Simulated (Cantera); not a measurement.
Cantera run, input and output.

```python
import numpy as np
import cantera as ct

gas = ct.Solution("h2o2.yaml")
gas.TPX = 550, 910000, {'H2': 1, 'O2': 0.333, 'N2': 1.25}
flame = ct.FreeFlame(gas, width=0.0085)
flame.set_refine_criteria(ratio=3, slope=0.08, curve=0.16)
flame.transport_model = "mixture-averaged"
flame.solve(loglevel=0, auto=True)
z, T = flame.grid, flame.T
thick = (T[-1] - T[0]) / np.gradient(T, z).max()
show = ['H2', 'O2', 'H2O', 'O', 'HO2', 'H']
print(f"laminar burning velocity  {flame.velocity[0] * 100:.3f} cm/s")
print(f"burnt temperature         {T[-1]:.1f} K")
print(f"thermal thickness         {thick * 1e3:.4f} mm")
print(f"grid points               {len(z)}")
z0 = z[flame.heat_release_rate.argmax()]
print(f"{'z/mm':>9s}{'T/K':>9s}{'u/(m/s)':>9s}" + "".join(f"{s:>11s}" for s in show))
rows = []
for k in (-3, -2, -1.5, -1, -0.5, -0.25, 0, 0.25, 0.5, 1, 2, 4, 8):
    zz = z0 + k * thick
    rows.append([k * thick, np.interp(zz, z, T), np.interp(zz, z, flame.velocity),
                 *(np.interp(zz, z, flame.X[gas.species_index(s)]) for s in show)])
    print(f"{rows[-1][0] * 1e3:9.3f}{rows[-1][1]:9.1f}{rows[-1][2]:9.3f}" + "".join(f"{x:11.3e}" for x in rows[-1][3:]))
```

Result:

```
laminar burning velocity  738.352 cm/s
burnt temperature         2464.8 K
thermal thickness         0.0255 mm
grid points               109
     z/mm      T/K  u/(m/s)         H2         O2        H2O          O        HO2          H
   -0.077    550.0    7.384  3.871e-01  1.289e-01  6.388e-10  1.681e-12  5.730e-11  1.546e-14
   -0.051    550.0    7.383  3.871e-01  1.289e-01  5.255e-08  1.932e-10  6.256e-09  1.782e-12
   -0.038    550.1    7.383  3.870e-01  1.290e-01  4.575e-07  1.936e-09  6.391e-08  1.855e-11
   -0.026    551.5    7.390  3.858e-01  1.292e-01  1.574e-05  6.721e-08  3.090e-06  1.514e-09
   -0.013    621.0    8.137  3.689e-01  1.309e-01  3.019e-03  1.298e-05  7.131e-04  6.044e-05
   -0.006    952.5   12.022  3.236e-01  1.216e-01  3.462e-02  3.289e-04  1.164e-03  3.397e-03
    0.000   1413.2   17.340  2.501e-01  8.781e-02  1.111e-01  2.087e-03  5.468e-04  1.840e-02
    0.006   1740.1   21.115  1.836e-01  4.456e-02  1.933e-01  3.483e-03  2.445e-04  3.532e-02
    0.013   1918.4   23.146  1.491e-01  1.926e-02  2.402e-01  3.236e-03  9.886e-05  4.227e-02
    0.026   2081.1   24.925  1.329e-01  4.741e-03  2.689e-01  2.283e-03  2.302e-05  3.936e-02
    0.051   2214.7   26.311  1.337e-01  1.383e-03  2.795e-01  1.300e-03  7.043e-06  2.874e-02
    0.102   2318.1   27.344  1.371e-01  5.901e-04  2.860e-01  5.920e-04  2.962e-06  1.856e-02
    0.204   2389.0   28.031  1.397e-01  2.281e-04  2.908e-01  2.270e-04  1.035e-06  1.118e-02
```

Cantera simulation using the H2/O2 subset of GRI-Mech 3.0, which has no nitrogen chemistry; the numbers are that mechanism's predictions, not measurements. The hydrogen kinetics of GRI-Mech 3.0 are dated; newer H2 mechanisms differ, most at raised pressure. Burning velocities carry a grid error of a few per cent, more on coarse grids.
